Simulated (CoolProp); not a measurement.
Properties of the fluoroketone C6F12O (FK-5-1-12) along the isotherm 226.85 °C (Tc = 168.7 °C, pc = 18.69 bar, ω = 0.471).

Values from CoolProp's reference Helmholtz-energy equation of state, McLinden 2015.

| p (bar) | phase | density (kg/m³) | speed of sound (m/s) | expansivity (1/kK) | fugacity coefficient |
|---|---|---|---|---|---|
| 3.89 | gas | 31.01 | 111.1 | 2.391 | 0.9550 |
| 7.79 | gas | 65.37 | 106.0 | 2.891 | 0.9114 |
| 11.7 | gas | 103.9 | 100.5 | 3.548 | 0.8690 |
| 15.6 | gas | 147.6 | 94.80 | 4.425 | 0.8279 |
| 19.5 | supercritical | 198.0 | 88.99 | 5.610 | 0.7877 |
| 23.4 | supercritical | 257.2 | 83.46 | 7.186 | 0.7487 |
| 27.3 | supercritical | 326.9 | 78.78 | 9.165 | 0.7109 |
| 31.2 | supercritical | 408.0 | 75.79 | 11.32 | 0.6747 |
| 35 | supercritical | 494.6 | 75.82 | 12.82 | 0.6413 |
| 38.9 | supercritical | 581.7 | 80.17 | 12.68 | 0.6098 |
| 42.8 | supercritical | 656.5 | 88.11 | 11.29 | 0.5814 |
| 46.7 | supercritical | 716.9 | 97.60 | 9.742 | 0.5563 |
